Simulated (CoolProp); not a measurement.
Vapour-liquid equilibrium of fluoroethane (R161) (1) + R1234yf (2) at 190.8 K; x and y are mole fractions of (1).

Values from CoolProp's multi-fluid Helmholtz-energy mixture model, Wu 2012 and Lemmon 2022; pair parameters Bell 2016.

```tsv
x	bubble pressure (MPa)	y at the bubble point	dew pressure at overall composition x (MPa)	liquid density (mol/L)
0.05	0.004751	0.093	0.004647	12.51
0.2	0.005355	0.318	(withheld)	13.19
0.35	0.005878	0.487	0.005449	13.93
0.5	0.006321	0.622	(withheld)	14.76
0.65	0.006692	0.738	0.006413	(withheld)
0.8	0.006999	0.847	0.006874	16.70
0.95	0.007243	(withheld)	0.007226	17.85
```

Complete the blanks.


- 0.2, dew pressure at overall composition x (MPa): 0.005023
- 0.5, dew pressure at overall composition x (MPa): 0.005920
- 0.65, liquid density (mol/L): 15.68
- 0.95, y at the bubble point: 0.960

No azeotrope shows between x = 0.05 and 0.95.

Pair parameters are fitted to limited data, so mixtures are less certain than the pure fluids.
